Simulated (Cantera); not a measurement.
Hydrogen reduction and annealing atmospheres: Cr2O3 + H2 + N2

Feed: 1 mol Cr2O3, 240 mol H2, 0.4 mol N2, at 1748.15 K.

Method: chemical equilibrium by Gibbs-energy minimisation in Cantera with the NASA 1993 tables (ideal gas, pure condensed phases). Candidate condensed phases: Cr, CrN, Cr2N, Cr2O3, H2O; 29 gas species. Mutual solubility and eutectic melting of coexisting phases are not modelled. The numbers say what is thermodynamically allowed, not how fast it happens.

```csv
P (Pa),x H2,x H,x H2O,x Cr,x N2,x CrO,n Cr2O3(s),n Cr(s)
10,0.956,0.0224,0.0122,0.00811,0.00163,5.02e-5,0,0
68,0.969,0.00864,0.0123,0.00816,0.00164,5.02e-5,0,0
460,0.982,0.00334,0.00759,0.00505,0.00165,1.90e-5,0.386,0
3200,0.991,0.00127,0.00502,0.00137,0.00166,3.37e-6,0.596,0.477
22000,0.993,0.000486,0.00503,0.000199,0.00166,4.90e-7,0.597,0.759
150000,0.993,0.000186,0.00503,2.92e-5,0.00166,7.19e-8,0.597,0.800
1000000,0.993,7.21e-5,0.00503,4.38e-6,0.00166,1.08e-8,0.597,0.806
```
x: gas mole fraction; n: condensed amount in mol.

From 10.0 Pa to 68.0 Pa nothing is condensed. At 460 Pa the condensed part is Cr2O3(s). From 3200 Pa to 1000000 Pa the condensed part is Cr(s) + Cr2O3(s). The main Cr-bearing gas is Cr throughout.
